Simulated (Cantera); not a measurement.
Feed: 1 mol B₂O₃, 20 mol H₂, 96 mol N₂, 21 mol NH₃, at 1873.15 K.

Method: chemical equilibrium by Gibbs-energy minimisation in Cantera with the NASA 1993 tables (ideal gas, pure condensed phases). Candidate condensed phases: B, BN, B₂O₃, B₃O₃H₃, H₂O; 39 gas species. Equilibrium is a limit: real reactors are often held back by kinetics, nucleation or transport.

Which condensed phases are stable at each of these points (P (Pa)): 10, 28, 77, 220, 600, 1700, 4600, 13000, 36000, 100000?


```tsv
P (Pa)	condensed phases	B condensed (%)
10	gas only	0.0
28	gas only	0.0
77	gas only	0.0
220	gas only	0.0
600	gas only	0.0
1700	gas only	0.0
4600	gas only	0.0
13000	gas only	0.0
36000	gas only	0.0
100000	BN(s)	3.0
```

From 10.0 Pa to 0.360 bar nothing is condensed. At 1.00 bar the condensed part is BN(s).
